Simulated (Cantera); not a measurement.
Feed: 1 mol Si, 0.13 mol CO, at 1252 °C and 0.0825 Torr.

Cantera equilibrium calculation (NASA polynomials, part measured and part estimated; ideal gas, pure solids and liquids). Candidate condensed phases: C, Si, SiC, SiO2; 20 gas species. Mutual solubility and eutectic melting of coexisting phases are not modelled. Kinetics and transport are ignored.

Base state: SiO 0.971, CO 0.0288, Si 0.000172 (mole fractions); condensed: Si(s) + SiC(s).

What changes in the equilibrium state with this change: 0.023 mol CH4 added?


```csv
species,before,after
SiO,0.971,0.717
H2,0,0.261
CO,0.0288,0.0212
H,0,0.00115
Si,0.000172,0.000172
"Si(s), mol",0.747,0.724
"SiC(s), mol",0.126,0.149
```
Further candidate phases: C6H6, C7H8, C8H18, H2O.

What changes in the equilibrium state with this change: temperature from 1252 °C to 1600 °C?


```
species        before     after
-----------  --------  --------
SiO             0.971     0.790
CO             0.0288     0.128
Si           0.000172    0.0803
Si2C          3.17e-7   0.00124
Si3           4.98e-8  0.000137
Si2           2.62e-7  0.000600
Si(s), mol      0.747         0
SiC(s), mol     0.126     0.112
Si(l), mol          0     0.765
```
